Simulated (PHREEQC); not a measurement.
Dissolve 0.26 mol/kgw NH4HCO3, 1.4 mol/kgw NH4Br and 0.006 mol/kgw NH4Cl at 25 °C. Closed to the air; pH follows from the charge balance.

Computed with PHREEQC (ion-association model, wateq4f.dat).

Each row changes one thing in this solution. This is a speciation only: nothing precipitates in the calculation.

```
case                                                pH  ionic strength (mol/kgw)  HCO3- (mol/kgw)  CO2 (mol/kgw)  NH3 (mol/kgw)  CO3-2 (mol/kgw)
------------------------------------------  ----------  ------------------------  ---------------  -------------  -------------  ---------------
as made                                           7.22                      1.65            0.244         0.0152         0.0144         0.000754
diluted 10-fold with water                  (withheld)                     0.165           0.0242        0.00171        0.00165          6.08e-5
NH4Cl replaced by NH3 at the same molality        7.31                      1.65            0.246         0.0125         0.0176         0.000932
temperature from 25 to 15 °C                (withheld)                      1.66            0.247         0.0117         0.0107         0.000922
diluted 2-fold with water                         7.31                     0.826            0.122        0.00767        0.00728         0.000394
NH4Cl left out                                    7.22                      1.65            0.244         0.0151         0.0144         0.000756
```

Question: Some entries are withheld; supply them.

Answer: 
- diluted 10-fold with water, pH: 7.37
- temperature from 25 to 15 °C, pH: 7.41

The ionic strength passes 0.7 mol/kgw, the rough limit of the ion-association models, in as made; NH4Cl replaced by NH3 at the same molality; temperature from 25 to 15 °C; diluted 2-fold with water; NH4Cl left out. Species that the database lacks are ignored. Carbamate, which ammonia and carbonate form, is missing from the database.
